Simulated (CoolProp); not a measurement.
Octamethyltrisiloxane (MDM) along the isotherm 319.2 K: Z from the reference equation and from simpler models built on Tc = 565.4 K, pc = 1.438 MPa, ω = 0.528; each cubic takes its own stable root.

Computed with CoolProp (reference Helmholtz-energy equation of state, Thol 2017).

```json
[
 {"p (MPa)": "0.479", "phase": "liquid", "reference": "0.05372", "Redlich-Kwong": "0.06311", "Peng-Robinson": "0.05301"},
 {"p (MPa)": "0.958", "phase": "liquid", "reference": "0.1073", "Redlich-Kwong": "0.1258", "Peng-Robinson": "0.1059"},
 {"p (MPa)": "1.44", "phase": "liquid", "reference": "0.1612", "Redlich-Kwong": "0.1886", "Peng-Robinson": "0.1590"},
 {"p (MPa)": "1.92", "phase": "liquid", "reference": "0.2147", "Redlich-Kwong": "0.2507", "Peng-Robinson": "0.2117"},
 {"p (MPa)": "2.4", "phase": "liquid", "reference": "0.2681", "Redlich-Kwong": "0.3125", "Peng-Robinson": "0.2643"},
 {"p (MPa)": "2.88", "phase": "liquid", "reference": "0.3214", "Redlich-Kwong": "0.3740", "Peng-Robinson": "0.3168"},
 {"p (MPa)": "3.35", "phase": "liquid", "reference": "0.3735", "Redlich-Kwong": "0.4339", "Peng-Robinson": "0.3681"},
 {"p (MPa)": "3.83", "phase": "liquid", "reference": "0.4266", "Redlich-Kwong": "0.4948", "Peng-Robinson": "0.4204"},
 {"p (MPa)": "4.31", "phase": "liquid", "reference": "0.4796", "Redlich-Kwong": "0.5555", "Peng-Robinson": "0.4726"},
 {"p (MPa)": "4.79", "phase": "liquid", "reference": "0.5325", "Redlich-Kwong": "0.6159", "Peng-Robinson": "0.5247"},
 {"p (MPa)": "5.27", "phase": "liquid", "reference": "0.5854", "Redlich-Kwong": "0.6760", "Peng-Robinson": "0.5766"},
 {"p (MPa)": "5.75", "phase": "liquid", "reference": "0.6381", "Redlich-Kwong": "0.7360", "Peng-Robinson": "0.6285"},
 {"p (MPa)": "6.23", "phase": "liquid", "reference": "0.6908", "Redlich-Kwong": "0.7957", "Peng-Robinson": "0.6803"},
 {"p (MPa)": "6.71", "phase": "liquid", "reference": "0.7433", "Redlich-Kwong": "0.8552", "Peng-Robinson": "0.7320"},
 {"p (MPa)": "7.19", "phase": "liquid", "reference": "0.7958", "Redlich-Kwong": "0.9145", "Peng-Robinson": "0.7836"}
]
```
